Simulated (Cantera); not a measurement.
A jet of CH₄ : O₂ : N₂ = 0.054 : 0.073 : 0.79 (molar parts) at 300 K and 97.5 Torr hits a platinum plate 7.7 cm away at a mass flux of 0.041 kg/m²/s; the plate temperature is set and raised in steps from an oxygen-covered start.

Computed with Cantera and Deutschmann's 1995 Pt surface mechanism with GRI-Mech 3.0 gas chemistry. Catalytic surfaces can have several steady states; this one follows from the mechanism file's or the stated starting coverage.

x: mole fraction at the wall; θ: surface coverage.

```csv
plate T (K),wall x CH₄,wall x O₂,wall x H₂O,wall x OH,wall x CO,wall x CO₂,θ free Pt,θ H*,θ CO*,θ C*
850,0.0122,0.00408,0.0855,<1e-8,0.0457,0.00355,0.339,0.000143,0.636,0.0256
900,0.00970,0.00332,0.0866,<1e-8,0.0512,0.000264,0.389,0.00113,0.340,0.270
950,?,?,0.0847,<1e-8,0.0553,?,?,?,?,?
1000,?,?,0.0827,<1e-8,0.0571,?,?,0.00230,?,?
1050,0.00212,0.000879,0.0802,<1e-8,0.0556,0.00415,0.835,0.00224,0.144,0.0187
1100,0.00180,0.000780,0.0768,<1e-8,0.0522,0.00846,0.910,0.00210,0.0813,0.00651
```

**Question.** Some entries are withheld; supply them.

**Answer.** 
- 950, wall x CH₄: 0.00560
- 950, wall x O₂: 0.00202
- 950, wall x CO₂: 0.000370
- 950, θ free Pt: 0.519
- 950, θ H*: 0.00199
- 950, θ CO*: 0.263
- 950, θ C*: 0.216
- 1000, wall x CH₄: 0.00296
- 1000, wall x O₂: 0.00115
- 1000, wall x CO₂: 0.00143
- 1000, θ free Pt: 0.709
- 1000, θ CO*: 0.223
- 1000, θ C*: 0.0650
